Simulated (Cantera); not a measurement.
Charge: 1 mol SiO₂, 1.9 mol H₂, 1.1 mol H₂O, held at 1148 K and 0.00133 bar.

Equilibrium computed with Cantera from the NASA thermochemical tables; the gas is ideal and each condensed phase is pure. Candidate condensed phases: H₂O, Si, SiO₂; 18 gas species. The tables hold silica as quartz up to 1696 K and as liquid above; real silica turns to tridymite and cristobalite and melts near 1996 K. The numbers say what is thermodynamically allowed, not how fast it happens.

Base state: H₂ 0.633, H₂O 0.367 (mole fractions); condensed: SiO₂(β-quartz).

Question: What changes in the equilibrium state with this change: SiO₂ replaced by CuO?

Answer: 
```
species              before  after
-------------------  ------  -----
H₂O                   0.367  0.700
H₂                    0.633  0.300
SiO₂(β-quartz), mol    1.00      0
Cu(s), mol                0  1.000
```
Further candidate phases: Cu, CuO, Cu(OH)₂, Cu₂O.
